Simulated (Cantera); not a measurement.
# Ignition delay

Mixture: C3H8 : O2 : N2 = 1 : 11.6 : 44.2 (molar parts), equivalence ratio 0.43, at 9.87 atm, adiabatic and at constant pressure. Ignition delay is the time to a rise of 400 K.

Detailed kinetics in Cantera: GRI-Mech 3.0 (53 species, 325 reactions). GRI-Mech 3.0 was tuned for natural gas; its chemistry of propane as a main component is partial and can be far from experiment.

| T0 (K) | delay (ms) |
|---|---|
| 1100 | 8.90 |
| 1150 | 3.58 |
| 1200 | 1.47 |
| 1250 | 0.624 |
| 1300 | 0.277 |
| 1350 | 0.130 |
| 1400 | 0.0656 |

- apparent activation energy between 1300 and 1400 K = 220 kJ/mol
